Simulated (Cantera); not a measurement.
What does this Cantera script print?

```python
import numpy as np
import cantera as ct

gas_names = """
    F F2 H HF H2 H2F2 H3F3 H4F4 H5F5 H6F6 H7F7 N NF NF2 NF3 NH NH2 NH3 N2 N2H2 N2H4 Si SiF SiF2 SiF3
    SiF4 SiH SiHF3 SiH2 SiH2F2 SiH3 SiH3F SiH4 SiN Si2 Si2N Si3
""".split()
cond_names = """
    Si(cr) Si(L) Si3N4(a)
""".split()


# ... load() reads the species with a 1 bar reference pressure and builds the phases ...
atoms = {
    'SiF4': {'Si': 1, 'F': 4},
    'N2': {'N': 2},
    'NH3': {'N': 1, 'H': 3},
}
top_T = {'Si3N4(a)': 2400}  # K; cautious upper limits of use, not melting points


# ... equilibrate(T, P, feed) seeds the gas with the atoms and calls Mixture.equilibrate('TP', solver="vcs", rtol=1e-11, max_steps=5000) ...
results = []
P = 13000  # Pa
for T in [1025, 1075, 1125, 1175, 1225, 1275, 1325, 1375, 1425, 1475, 1525, 1575, 1625]:
    for m in [0.26, 1.2, 2.1, 3, 4, 4.9, 5.8, 6.8, 7.7]:
        feed = {'SiF4': 1, 'N2': m, 'NH3': 0.42}  # mol
        mix = equilibrate(T, P, feed)
        results.append((T, P, feed, dict(zip(mix.species_names, mix.species_moles))))

for T, P, feed, n in results:
    print(f"{T:7g} {feed['N2']:10.4g}  " + (" + ".join(c for c in cond_names if n.get(c, 0) > 1e-12) or "gas only"))
```

It prints:

```
   1025       0.26  gas only
   1025        1.2  Si3N4(a)
   1025        2.1  Si3N4(a)
   1025          3  Si3N4(a)
   1025          4  Si3N4(a)
   1025        4.9  Si3N4(a)
   1025        5.8  Si3N4(a)
   1025        6.8  Si3N4(a)
   1025        7.7  Si3N4(a)
   1075       0.26  gas only
   1075        1.2  Si3N4(a)
   1075        2.1  Si3N4(a)
   1075          3  Si3N4(a)
   1075          4  Si3N4(a)
   1075        4.9  Si3N4(a)
   1075        5.8  Si3N4(a)
   1075        6.8  Si3N4(a)
   1075        7.7  Si3N4(a)
   1125       0.26  gas only
   1125        1.2  Si3N4(a)
   1125        2.1  Si3N4(a)
   1125          3  Si3N4(a)
   1125          4  Si3N4(a)
   1125        4.9  Si3N4(a)
   1125        5.8  Si3N4(a)
   1125        6.8  Si3N4(a)
   1125        7.7  Si3N4(a)
   1175       0.26  gas only
   1175        1.2  Si3N4(a)
   1175        2.1  Si3N4(a)
   1175          3  Si3N4(a)
   1175          4  Si3N4(a)
   1175        4.9  Si3N4(a)
   1175        5.8  Si3N4(a)
   1175        6.8  Si3N4(a)
   1175        7.7  Si3N4(a)
   1225       0.26  gas only
   1225        1.2  Si3N4(a)
   1225        2.1  Si3N4(a)
   1225          3  Si3N4(a)
   1225          4  Si3N4(a)
   1225        4.9  Si3N4(a)
   1225        5.8  Si3N4(a)
   1225        6.8  Si3N4(a)
   1225        7.7  Si3N4(a)
   1275       0.26  gas only
   1275        1.2  gas only
   1275        2.1  gas only
   1275          3  Si3N4(a)
   1275          4  Si3N4(a)
   1275        4.9  Si3N4(a)
   1275        5.8  Si3N4(a)
   1275        6.8  Si3N4(a)
   1275        7.7  Si3N4(a)
   1325       0.26  gas only
   1325        1.2  gas only
   1325        2.1  gas only
   1325          3  gas only
   1325          4  gas only
   1325        4.9  gas only
   1325        5.8  gas only
   1325        6.8  Si3N4(a)
   1325        7.7  Si3N4(a)
   1375       0.26  gas only
   1375        1.2  gas only
   1375        2.1  gas only
   1375          3  gas only
   1375          4  gas only
   1375        4.9  gas only
   1375        5.8  gas only
   1375        6.8  gas only
   1375        7.7  gas only
   1425       0.26  gas only
   1425        1.2  gas only
   1425        2.1  gas only
   1425          3  gas only
   1425          4  gas only
   1425        4.9  gas only
   1425        5.8  gas only
   1425        6.8  gas only
   1425        7.7  gas only
   1475       0.26  gas only
   1475        1.2  gas only
   1475        2.1  gas only
   1475          3  gas only
   1475          4  gas only
   1475        4.9  gas only
   1475        5.8  gas only
   1475        6.8  gas only
   1475        7.7  gas only
   1525       0.26  gas only
   1525        1.2  gas only
   1525        2.1  gas only
   1525          3  gas only
   1525          4  gas only
   1525        4.9  gas only
   1525        5.8  gas only
   1525        6.8  gas only
   1525        7.7  gas only
   1575       0.26  gas only
   1575        1.2  gas only
   1575        2.1  gas only
   1575          3  gas only
   1575          4  gas only
   1575        4.9  gas only
   1575        5.8  gas only
   1575        6.8  gas only
   1575        7.7  gas only
   1625       0.26  gas only
   1625        1.2  gas only
   1625        2.1  gas only
   1625          3  gas only
   1625          4  gas only
   1625        4.9  gas only
   1625        5.8  gas only
   1625        6.8  gas only
   1625        7.7  gas only
```

Cantera equilibrium calculation (NASA polynomials, part measured and part estimated; ideal gas, pure solids and liquids). The tables' values for SiF2, SiF3 are old estimates.
